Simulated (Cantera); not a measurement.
Stirred combustor or abatement burner

A perfectly stirred reactor is fed with CO : H₂ : O₂ : N₂ = 1 : 0.32 : 0.388 : 1.46 (molar parts), at 225 Torr; it is adiabatic with a 448 K inlet, and is followed from long to short residence time, starting on the burning branch (τ in s: 0.029, 0.011, 0.0042, 0.0016, 0.0006, 0.00023, 8.6e-05, 3.3e-05, 1.2e-05, 4.7e-06).

Cantera simulation using GRI-Mech 3.0 (53 species, 325 reactions); the numbers are that mechanism's predictions, not measurements.

```
τ (s)    T (K)   x CO    x H₂     x O₂   x CO₂      x O     x NO₂    x N₂O
-------  -----  -----  ------  -------  ------  -------  --------  -------
0.029     2146  0.186  0.0186  0.00581   0.167  0.00294   9.92e-9  1.40e-8
0.011     2028  0.189  0.0197  0.00920   0.161  0.00525   4.05e-9  1.37e-8
0.0042    1877  0.190  0.0208   0.0128   0.155  0.00833   2.21e-9  1.35e-8
0.0016    1701  0.189  0.0213   0.0161   0.151   0.0117   1.58e-9  1.30e-8
0.00060   1507  0.189  0.0204   0.0205   0.146   0.0145   1.04e-9  1.24e-8
0.00023   1282  0.219  0.0206   0.0372   0.111   0.0138  4.62e-10  1.32e-8
8.6e-5     448  0.316   0.101    0.122  <1e-12   <1e-12    <1e-12   <1e-12
3.3e-5     448  0.316   0.101    0.122  <1e-12   <1e-12    <1e-12   <1e-12
1.2e-5     448  0.316   0.101    0.122  <1e-12   <1e-12    <1e-12   <1e-12
4.7e-6     448  0.316   0.101    0.122  <1e-12   <1e-12    <1e-12   <1e-12
```
x: mole fraction; the columns are a selection and need not sum to one.
